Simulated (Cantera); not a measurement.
Input: 1 mol Fe₂O₃, 1.7 mol CH₄, 15 mol H₂, 0.4 mol C, equilibrated at 13.3 mbar.

Cantera equilibrium calculation (NASA polynomials, part measured and part estimated; ideal gas, pure solids and liquids). Candidate condensed phases: C, C₆H₆, C₇H₈, C₈H₁₈, Fe, Fe(CO)₅, FeO, Fe(OH)₂, Fe(OH)₃, Fe₂O₃, Fe₃O₄, H₂O; 114 gas species. Equilibrium is a limit: real reactors are often held back by kinetics, nucleation or transport.

Q: Which condensed phases are stable at each of these points (T (°C)): 1375, 1425, 1475, 1525, 1575, 1625, 1675, 1725, 1775, 1825, 1875?

A: 
```
T (°C)  condensed phases  Fe condensed (%)
------  ----------------  ----------------
1375               Fe(γ)              99.8
1425               Fe(δ)              99.5
1475               Fe(δ)              99.0
1525               Fe(δ)              97.8
1575               Fe(l)              95.6
1625               Fe(l)              91.5
1675               Fe(l)              84.3
1725               Fe(l)              71.6
1775               Fe(l)              49.8
1825               Fe(l)              12.2
1875            gas only               0.0
```

At 1375 °C the condensed part is Fe(γ). From 1425 °C to 1525 °C the condensed part is Fe(δ). From 1575 °C to 1825 °C the condensed part is Fe(l). At 1875 °C nothing is condensed.
